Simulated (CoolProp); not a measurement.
Saturation properties of m-xylene.

The numbers come from the reference Helmholtz-energy equation of state, Zhou 2012 in CoolProp.

```json
[
 {"T (K)": "416.4", "p (MPa)": "0.1132", "liquid density (kg/m³)": "751.1", "enthalpy of vaporisation (kJ/kg)": "337.6", "vapour Z": "0.9533", "vapour viscosity (µPa s)": "8.94"},
 {"T (K)": "425.9", "p (MPa)": "0.1443", "liquid density (kg/m³)": "741.5", "enthalpy of vaporisation (kJ/kg)": "331.7", "vapour Z": "0.9446", "vapour viscosity (µPa s)": "9.15"},
 {"T (K)": "435.5", "p (MPa)": "0.1821", "liquid density (kg/m³)": "731.5", "enthalpy of vaporisation (kJ/kg)": "325.5", "vapour Z": "0.9349", "vapour viscosity (µPa s)": "9.35"},
 {"T (K)": "445", "p (MPa)": "0.2267", "liquid density (kg/m³)": "721.4", "enthalpy of vaporisation (kJ/kg)": "319.2", "vapour Z": "0.9242", "vapour viscosity (µPa s)": "9.56"},
 {"T (K)": "454.6", "p (MPa)": "0.2799", "liquid density (kg/m³)": "711.0", "enthalpy of vaporisation (kJ/kg)": "312.6", "vapour Z": "0.9122", "vapour viscosity (µPa s)": "9.78"},
 {"T (K)": "464.1", "p (MPa)": "0.3415", "liquid density (kg/m³)": "700.3", "enthalpy of vaporisation (kJ/kg)": "305.7", "vapour Z": "0.8992", "vapour viscosity (µPa s)": "9.99"},
 {"T (K)": "473.7", "p (MPa)": "0.4137", "liquid density (kg/m³)": "689.2", "enthalpy of vaporisation (kJ/kg)": "298.4", "vapour Z": "0.8848", "vapour viscosity (µPa s)": "10.2"},
 {"T (K)": "483.2", "p (MPa)": "0.4962", "liquid density (kg/m³)": "677.9", "enthalpy of vaporisation (kJ/kg)": "290.8", "vapour Z": "0.8691", "vapour viscosity (µPa s)": "10.4"},
 {"T (K)": "492.8", "p (MPa)": "0.5916", "liquid density (kg/m³)": "666.0", "enthalpy of vaporisation (kJ/kg)": "282.7", "vapour Z": "0.8519", "vapour viscosity (µPa s)": "10.7"},
 {"T (K)": "502.3", "p (MPa)": "0.6990", "liquid density (kg/m³)": "653.8", "enthalpy of vaporisation (kJ/kg)": "274.3", "vapour Z": "0.8333", "vapour viscosity (µPa s)": "10.9"},
 {"T (K)": "511.9", "p (MPa)": "0.8220", "liquid density (kg/m³)": "640.9", "enthalpy of vaporisation (kJ/kg)": "265.2", "vapour Z": "0.8129", "vapour viscosity (µPa s)": "11.2"},
 {"T (K)": "521.4", "p (MPa)": "0.9591", "liquid density (kg/m³)": "627.4", "enthalpy of vaporisation (kJ/kg)": "255.6", "vapour Z": "0.7908", "vapour viscosity (µPa s)": "11.4"},
 {"T (K)": "531", "p (MPa)": "1.115", "liquid density (kg/m³)": "613.1", "enthalpy of vaporisation (kJ/kg)": "245.2", "vapour Z": "0.7665", "vapour viscosity (µPa s)": "11.7"},
 {"T (K)": "540.5", "p (MPa)": "1.286", "liquid density (kg/m³)": "597.9", "enthalpy of vaporisation (kJ/kg)": "234.0", "vapour Z": "0.7402", "vapour viscosity (µPa s)": "12.0"},
 {"T (K)": "550.1", "p (MPa)": "1.480", "liquid density (kg/m³)": "581.5", "enthalpy of vaporisation (kJ/kg)": "221.7", "vapour Z": "0.7112", "vapour viscosity (µPa s)": "12.4"}
]
```

It boils at 412.2 K under 1 atm.

Viscosity comes from a separate model (Cao 2016).
